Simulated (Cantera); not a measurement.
## Nitride etching: BN + O2 + H2

A closed system holds: 1 mol BN, 0.85 mol O2, 21 mol H2, at 0.00960 bar.

Equilibrium computed with Cantera from the NASA thermochemical tables; the gas is ideal and each condensed phase is pure. Candidate condensed phases: B, BN, B2O3, B3O3H3, H2O; 39 gas species. Equilibrium is a limit: real reactors are often held back by kinetics, nucleation or transport.

```
T (K)  log p H2  log p H  log p N2  log p HBO2  log p HBO  log p H2O  log p B2O3  log p BO  n B2O3(l)
-----  --------  -------  --------  ----------  ---------  ---------  ----------  --------  ---------
873       -2.03   -11.35     -3.65       -7.94     -12.11      -4.05        <-14      <-14      0.500
973       -2.03    -9.98     -3.65       -6.86     -10.31      -4.05      -12.05      <-14      0.500
1073      -2.03    -8.87     -3.65       -5.99      -8.85      -4.05      -10.06    -13.92      0.499
1173      -2.03    -7.94     -3.65       -5.28      -7.65      -4.06       -8.43    -11.89      0.494
1273      -2.03    -7.16     -3.65       -4.71      -6.62      -4.10       -7.06    -10.18      0.477
1373      -2.03    -6.49     -3.65       -4.26      -5.72      -4.21       -5.90     -8.68      0.433
1473      -2.04    -5.92     -3.65       -3.94      -4.88      -4.43       -4.91     -7.33      0.326
1573      -2.05    -5.41     -3.66       -3.69      -4.17      -4.64       -4.10     -6.17          0
1673      -2.05    -4.97     -3.66       -3.70      -4.09      -4.50       -4.14     -5.70          0
1773      -2.05    -4.57     -3.66       -3.70      -4.02      -4.37       -4.19     -5.28          0
1873      -2.05    -4.22     -3.66       -3.72      -3.97      -4.26       -4.25     -4.92          0
1973      -2.06    -3.90     -3.66       -3.73      -3.93      -4.16       -4.31     -4.60          0
2073      -2.06    -3.61     -3.67       -3.76      -3.91      -4.06       -4.40     -4.33          0
2173      -2.07    -3.35     -3.67       -3.80      -3.92      -3.97       -4.51     -4.11          0
```
log p: log10 of the partial pressure in bar; n: condensed amount in mol.

From 873 K to 1473 K the condensed part is B2O3(l). From 1573 K to 2173 K nothing is condensed. The main B-bearing gas is (HBO2)3 at 873 K and HBO2 at 2173 K.
